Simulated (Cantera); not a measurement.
What does this Cantera script print?

```python
import numpy as np
import cantera as ct

gas_names = """
    CL CL2 H HCL H2 N NH NH2 NH3 N2 N2H2 N2H4 Si SiCL SiCL2 SiCL3 SiCL4 SiH SiHCL3 SiH2 SiH2CL2 SiH3
    SiH3CL SiH4 SiN Si2 Si2N Si3
""".split()
cond_names = """
    NH4CL(a) NH4CL(b) Si(cr) Si(L) Si3N4(a)
""".split()


# ... load() reads the species with a 1 bar reference pressure and builds the phases ...
atoms = {
    'Si2H6': {'Si': 2, 'H': 6},
    'Cl2': {'CL': 2},
    'N2': {'N': 2},
}
top_T = {'Si3N4(a)': 2400}  # K; cautious upper limits of use, not melting points


# ... equilibrate(T, P, feed) seeds the gas with the atoms and calls Mixture.equilibrate('TP', solver="vcs", rtol=1e-11, max_steps=5000) ...
results = []
feed = {'Si2H6': 1, 'Cl2': 0.0068, 'N2': 9.3}  # mol
T = 1200  # K
P = 133.322  # Pa
mix = equilibrate(T, P, feed)
results.append((T, P, feed, dict(zip(mix.species_names, mix.species_moles))))
print(gas.report(threshold=0.001))
for i in range(1, mix.n_phases):
    print(f"{mix.phase(i).name:16s} {mix.phase_moles(i):12.5e} mol")
```

It prints:

```
       temperature   1200 K
          pressure   133.32 Pa
           density   0.00027972 kg/m^3
  mean mol. weight   20.933 kg/kmol
   phase of matter   gas

                          1 kg             1 kmol
                     ---------------   ---------------
          enthalpy        1.3201e+06        2.7634e+07  J
   internal energy        8.4349e+05        1.7657e+07  J
           entropy             13241        2.7718e+05  J/K
    Gibbs function        -1.457e+07       -3.0499e+08  J
 heat capacity c_p            1573.7             32942  J/K
 heat capacity c_v            1176.5             24627  J/K

                      mass frac. Y      mole frac. X     chem. pot. / RT
                     ---------------   ---------------   ---------------
               HCL         0.0021585         0.0012393           -47.325
                H2          0.026269           0.27277           -25.897
                N2           0.97157           0.72599           -32.294
     [  +25 minor]        2.4012e-07        2.8775e-06

Si(cr)            0.00000e+00 mol
Si3N4(a)          6.66667e-01 mol
```

These are equilibrium values from Cantera (NASA tables, ideal gas, pure condensed phases), not measurements of a reactor. The feed counts by its element totals alone. N2 is the only nitrogen source here; it is nearly inert below about 1500 K, so the nitride shown seldom forms there in practice.
